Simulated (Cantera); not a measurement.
Equilibrium for silicon carbide growth: SiHCl3 + C3H8 + H2

Feed: 1 mol SiHCl3, a varied amount of C3H8, 20 mol H2, equilibrated at 2177 °C and 0.130 bar.

These are equilibrium values from Cantera (NASA tables, ideal gas, pure condensed phases), not measurements of a reactor. Candidate condensed phases: C, C6H6, C7H8, C8H18, Si, SiC; 109 gas species. The tables' values for SiCl, SiCl3 are old estimates; treat these amounts as uncertain. Gases not in the tables: Si2H6 and higher silanes. The numbers say what is thermodynamically allowed, not how fast it happens.

| n(C3H8) (mol) | log p H2 | log p HCl | log p H | log p Si | log p SiCl2 | n SiC(s) |
|---|---|---|---|---|---|---|
| 0.032 | -0.98 | -1.91 | -2.19 | -2.62 | -2.78 | 0 |
| 0.041 | -0.98 | -1.91 | -2.19 | -2.63 | -2.79 | 0.0249 |
| 0.052 | -0.98 | -1.90 | -2.19 | -2.65 | -2.80 | 0.0568 |
| 0.066 | -0.98 | -1.90 | -2.19 | -2.67 | -2.82 | 0.0969 |
| 0.084 | -0.98 | -1.89 | -2.19 | -2.70 | -2.84 | 0.148 |
| 0.11 | -0.98 | -1.89 | -2.18 | -2.74 | -2.87 | 0.219 |
| 0.14 | -0.98 | -1.88 | -2.18 | -2.80 | -2.91 | 0.297 |
| 0.17 | -0.97 | -1.87 | -2.18 | -2.85 | -2.95 | 0.369 |
| 0.22 | -0.97 | -1.87 | -2.18 | -2.94 | -3.02 | 0.474 |
| 0.28 | -0.97 | -1.86 | -2.18 | -3.05 | -3.11 | 0.570 |
log p: log10 of the partial pressure in bar; n: condensed amount in mol.

At 0.032 mol C3H8 nothing is condensed. From 0.041 mol C3H8 to 0.28 mol C3H8 the condensed part is SiC(s). The main Si-bearing gas is Si throughout. The share of Si in condensed phases is highest at 0.28 mol C3H8 (57.0 %) and lowest at 0.032 mol C3H8 (0.0 %).
